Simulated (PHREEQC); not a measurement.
**Acid rinse or clean**

Solution (9.1 °C): 0.45 mol/kgw HF, 0.031 mol/kgw CuSO4 and 0.031 mol/kgw CuCl2. Closed to the air; pH follows from the charge balance.

All values are PHREEQC results (ion-association model, wateq4f.dat), not measurements.

- pH = 1.82
- ionic strength = 0.174 mol/kgw
- activity of water = 0.992
- total alkalinity = -450 meq/kg

```tsv
species	molality	activity	log γ
HF	0.164	0.171	0.017
H2F2	0.127	0.132	0.017
Cl-	0.0608	0.0443	-0.138
Cu+2	0.0458	0.0160	-0.457
H+	0.0187	0.0151	-0.093
F-	0.0137	0.00994	-0.140
```

Precipitation was switched off in this run. Complexes and solids missing from the database can't appear. wateq4f.dat counts part of the HF as a dimer, H2F2, which phreeqc.dat doesn't know; its constant is uncertain. At this temperature some constants are extrapolated from 25 °C, and those without enthalpy data are left unchanged.
